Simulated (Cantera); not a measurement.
Mixture: CO : H2 : O2 : N2 = 1 : 0.034 : 0.808 : 3.47 (molar parts), equivalence ratio 0.64, at 12.0 bar, adiabatic and at constant volume. Ignition delay is the time to a rise of 400 K.

Computed with Cantera and GRI-Mech 3.0 (53 species, 325 reactions). The hydrogen kinetics of GRI-Mech 3.0 are dated; newer H2 mechanisms differ, most at raised pressure. The pressure lies above the range GRI-Mech 3.0 was tuned for (to about 10 atm). Where the delays flatten at high temperature, the 400 K rule measures the pace of heat release, not the induction time.

**Question.** Predict: delay at 1300 K; delay at 1350 K; delay at 1400 K; delay at 1450 K; delay at 1500 K; delay at 1550 K; delay at 1600 K.

**Answer.** 
```
Item              Result
---------------  -------
delay at 1300 K  32.6 µs
delay at 1350 K  21.5 µs
delay at 1400 K  15.8 µs
delay at 1450 K  12.4 µs
delay at 1500 K  10.3 µs
delay at 1550 K  8.87 µs
delay at 1600 K  7.85 µs
```
